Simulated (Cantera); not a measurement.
Cantera with NASA thermochemical tables; ideal gases at 1 bar, condensed phases pure. Values are per mole of reaction as written; species without (g) are pure solids or liquids, kept so even where they would boil at 1 bar.

Question: Between 550 and 1450 K, where is each reaction favourable under standard conditions?
- H2O(g) + 2 Li → Li2O + H2(g)

Answer: 
- H2O(g) + 2 Li → Li2O + H2(g): ΔG° is -313 kJ at 550 K and -238 kJ at 1450 K; it stays negative (K > 1). ΔH° is -347 kJ and ΔS° -75 J/K at 1450 K.
